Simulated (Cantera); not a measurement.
Charge: 1 mol Si3H8, 1.1 mol HCl, 35 mol H2, equilibrated at 0.0990 bar.

These are equilibrium values from Cantera (NASA tables, ideal gas, pure condensed phases), not measurements of a reactor. Candidate condensed phases: Si; 19 gas species. The feed counts by its element totals alone. Gases not in the tables: Si2H6 and higher silanes. Kinetics and transport are ignored.

### Question
Which condensed phases are stable at each of these points (T (K)): 825, 925, 1025, 1125, 1225, 1325, 1425, 1525, 1625, 1725?

### Answer
```json
[
 {"T (K)": "825", "condensed phases": "Si(s)", "Si condensed (%)": "90.2"},
 {"T (K)": "925", "condensed phases": "Si(s)", "Si condensed (%)": "91.3"},
 {"T (K)": "1025", "condensed phases": "Si(s)", "Si condensed (%)": "93.3"},
 {"T (K)": "1125", "condensed phases": "Si(s)", "Si condensed (%)": "95.7"},
 {"T (K)": "1225", "condensed phases": "Si(s)", "Si condensed (%)": "97.2"},
 {"T (K)": "1325", "condensed phases": "Si(s)", "Si condensed (%)": "97.6"},
 {"T (K)": "1425", "condensed phases": "Si(s)", "Si condensed (%)": "97.6"},
 {"T (K)": "1525", "condensed phases": "Si(s)", "Si condensed (%)": "97.4"},
 {"T (K)": "1625", "condensed phases": "Si(s)", "Si condensed (%)": "97.3"},
 {"T (K)": "1725", "condensed phases": "Si(l)", "Si condensed (%)": "97.3"}
]
```

From 825 K to 1625 K the condensed part is Si(s). At 1725 K the condensed part is Si(l).
